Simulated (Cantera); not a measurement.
**Premixed flame**

A freely propagating, adiabatic, planar premixed flame of H2 : O2 : N2 = 1 : 0.357 : 1.34 (molar parts), unburnt at 375 K and 278 Torr; mixture-averaged transport, grid criteria slope 0.08 and curve 0.16, no radiation.

Detailed kinetics in Cantera: the H2/O2 subset of GRI-Mech 3.0, which has no nitrogen chemistry. Burning velocities carry a grid error of a few per cent, more on coarse grids.

| z (mm) | T (K) | u (m/s) | x H2 | x O2 | x H | x OH | x H2O2 | x O |
|---|---|---|---|---|---|---|---|---|
| -4.19 | 375 | 3.81 | 0.371 | 0.132 | <1e-8 | <1e-8 | <1e-8 | <1e-8 |
| -2.79 | 375 | 3.81 | 0.371 | 0.132 | <1e-8 | <1e-8 | <1e-8 | <1e-8 |
| -2.10 | 375 | 3.81 | 0.371 | 0.132 | <1e-8 | <1e-8 | <1e-8 | <1e-8 |
| -1.40 | 375 | 3.81 | 0.371 | 0.132 | <1e-8 | <1e-8 | <1e-8 | <1e-8 |
| -0.698 | 380 | 3.85 | 0.369 | 0.133 | 7.24e-6 | 6.15e-6 | 1.94e-6 | 8.10e-7 |
| -0.349 | 618 | 6.11 | 0.338 | 0.128 | 0.00561 | 0.000897 | 4.44e-5 | 0.000148 |
| 0 | 1091 | 10.4 | 0.225 | 0.0899 | 0.0493 | 0.00215 | 1.60e-6 | 0.00404 |
| 0.349 | 1400 | 13.2 | 0.117 | 0.0266 | 0.0883 | 0.00605 | 1.25e-6 | 0.00770 |
| 0.698 | 1531 | 14.4 | 0.0963 | 0.0106 | 0.0895 | 0.00792 | 9.33e-7 | 0.00691 |
| 1.40 | 1664 | 15.5 | 0.0986 | 0.00722 | 0.0770 | 0.00949 | 5.82e-7 | 0.00603 |
| 2.79 | 1805 | 16.6 | 0.104 | 0.00548 | 0.0615 | 0.0105 | 3.11e-7 | 0.00482 |
| 5.59 | 1947 | 17.7 | 0.108 | 0.00373 | 0.0464 | 0.0106 | 1.59e-7 | 0.00337 |
| 11.2 | 2075 | 18.7 | 0.111 | 0.00222 | 0.0330 | 0.00954 | 8.46e-8 | 0.00203 |
x: mole fraction of selected species; z is measured from the peak of heat release.

The laminar burning velocity is 381 cm/s, the thermal thickness comes out as 1.40 mm and the peak x(H) comes out as 0.0914. The peak x(OH) is 0.0107 and the peak x(H2O2) is 4.85e-5. The peak x(O) is 0.00773.
